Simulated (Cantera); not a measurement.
Cantera run, input and output.

```python
import numpy as np
import cantera as ct

gas = ct.Solution("gri30.yaml")
gas.TPX = 1273, 32000, {'CO': 0.002, 'O2': 0.053, 'H2O': 0.004, 'N2': 1}
reactor = ct.IdealGasConstPressureReactor(gas, energy="off", clone=False)
net = ct.ReactorNet([reactor])
net.rtol, net.atol = 1e-08, 1e-18
show = ['CO', 'O2', 'H2O', 'NO2', 'H2O2', 'H2', 'NO']
times = np.geomspace(0.0004, 30, 13)

steps = ct.SolutionArray(gas, extra=["t"])
rows = []
print(f"{'t/s':>10s}{'T/K':>9s}{'P/Pa':>11s}" + "".join(f"{s:>11s}" for s in show))
for t in times:
    while net.time < t:
        t_next = net.step()
        steps.append(gas.state, t=t_next)
    rows.append([np.interp(t, steps.t, y) for y in (steps.T, steps.P, *steps(*show).X.T)])
    print(f"{t:10.3e}{rows[-1][0]:9.1f}{rows[-1][1]:11.4g}" + "".join(f"{x:11.3e}" for x in rows[-1][2:]))
rate = np.gradient(steps.T, steps.t)
print("integrator steps:", len(steps.t))
if steps.T.max() > steps.T[0] + 200:
    print(f"time of steepest temperature rise: {steps.t[rate.argmax()]:.4e} s")
gas.TPX = 1273, 32000, {'CO': 0.002, 'O2': 0.053, 'H2O': 0.004, 'N2': 1}
gas.equilibrate("TP")
print(f"equilibrium (TP): T = {gas.T:.1f} K  " + "  ".join(f"{s} {gas[s].X[0]:.3e}" for s in show))
```

It prints:

```
       t/s      T/K       P/Pa         CO         O2        H2O        NO2       H2O2         H2         NO
 4.000e-04   1273.0    3.2e+04  1.889e-03  5.005e-02  3.777e-03  6.741e-24  6.907e-15  4.942e-13  2.276e-17
 1.019e-03   1273.0    3.2e+04  1.889e-03  5.005e-02  3.777e-03  1.474e-22  2.883e-14  7.326e-12  1.512e-16
 2.598e-03   1273.0    3.2e+04  1.889e-03  5.005e-02  3.777e-03  6.359e-21  1.715e-13  1.296e-10  1.282e-15
 6.620e-03   1273.0    3.2e+04  1.888e-03  5.005e-02  3.777e-03  5.884e-18  7.453e-12  6.243e-09  4.291e-14
 1.687e-02   1273.0    3.2e+04  1.448e-03  4.971e-02  3.717e-03  2.155e-12  3.376e-08  8.118e-06  1.125e-09
 4.299e-02   1273.0    3.2e+04  1.948e-04  4.918e-02  3.743e-03  9.792e-11  2.224e-08  4.086e-06  3.101e-08
 1.095e-01   1273.0    3.2e+04  2.345e-05  4.915e-02  3.769e-03  2.721e-10  4.562e-09  5.251e-07  4.445e-08
 2.792e-01   1273.0    3.2e+04  2.831e-06  4.915e-02  3.776e-03  3.206e-10  8.874e-10  8.267e-08  4.969e-08
 7.114e-01   1273.0    3.2e+04  2.826e-07  4.915e-02  3.779e-03  2.423e-10  1.957e-10  1.633e-08  5.207e-08
 1.813e+00   1273.0    3.2e+04  1.896e-08  4.915e-02  3.780e-03  1.778e-10  5.806e-11  4.556e-09  5.325e-08
 4.620e+00   1273.0    3.2e+04  2.109e-09  4.915e-02  3.780e-03  1.711e-10  2.802e-11  2.151e-09  5.384e-08
 1.177e+01   1273.0    3.2e+04  1.379e-09  4.915e-02  3.780e-03  1.782e-10  2.156e-11  1.654e-09  5.407e-08
 3.000e+01   1273.0    3.2e+04  1.336e-09  4.915e-02  3.780e-03  1.796e-10  2.105e-11  1.614e-09  5.424e-08
integrator steps: 1382
equilibrium (TP): T = 1273.0 K  CO 1.337e-09  O2 4.906e-02  H2O 3.780e-03  NO2 5.825e-07  H2O2 2.103e-11  H2 1.616e-09  NO 1.760e-04
```

Model: GRI-Mech 3.0 (53 species, 325 reactions), integrated in Cantera.
